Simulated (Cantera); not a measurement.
## Catalytic combustion on Pt

An isothermal plug-flow reactor at 875 K and 2.30 bar (inlet), inlet velocity 0.48 m/s, active area per volume 1000 1/m; feed CO : O₂ : N₂ = 0.017 : 0.035 : 0.79 (molar parts).

Cantera simulation using Deutschmann's 1995 Pt surface mechanism with GRI-Mech 3.0 gas chemistry; the numbers are that mechanism's predictions, not measurements. Catalytic surfaces can have several steady states; this one follows from the mechanism file's or the stated starting coverage. Mass transfer to the wall is taken as infinitely fast.

| z (m) | x CO | x O₂ | x H₂O | x CO₂ | θ free Pt | θ O* | θ CO* |
|---|---|---|---|---|---|---|---|
| 0.00011 | 0.0135 | 0.0383 | <1e-12 | 0.00680 | 0.228 | 0.00999 | 0.762 |
| 0.00025 | 0.000949 | 0.0323 | <1e-12 | 0.0194 | 0.118 | 0.881 | 0.00106 |
| 0.00053 | 0.000134 | 0.0319 | <1e-12 | 0.0203 | 0.0943 | 0.906 | 9.36e-5 |
| 0.0011 | 4.56e-6 | 0.0318 | <1e-12 | 0.0204 | 0.0920 | 0.908 | 3.02e-6 |
| 0.0025 | 1.27e-9 | 0.0318 | <1e-12 | 0.0204 | 0.0919 | 0.908 | 8.41e-10 |
| 0.0053 | <1e-12 | 0.0318 | <1e-12 | 0.0204 | 0.0919 | 0.908 | <1e-12 |
| 0.011 | <1e-12 | 0.0318 | <1e-12 | 0.0204 | 0.0919 | 0.908 | <1e-12 |
x: gas mole fraction; θ: surface coverage.
